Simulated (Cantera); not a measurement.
Input: 1 mol Si, 1.2 mol H2, a varied amount of Cl2, held at 218 Torr.

Cantera equilibrium calculation (NASA polynomials, part measured and part estimated; ideal gas, pure solids and liquids). Candidate condensed phases: Si; 19 gas species. The tables' values for SiCl3 are old estimates. Equilibrium is a limit: real reactors are often held back by kinetics, nucleation or transport.

What condenses at these points (T in °C, n(Cl2) in mol): (1127, 0.97); (977, 0.75); (927, 2.2); (1177, 0.5); (1177, 0.75)?


```
T (°C)  n(Cl2) in mol  condensed phases  Si condensed (%)
------  -------------  ----------------  ----------------
1127             0.97                Si              44.4
977              0.75                Si              61.0
927               2.2          gas only               0.0
1177              0.5                Si              71.2
1177             0.75                Si              55.4
```
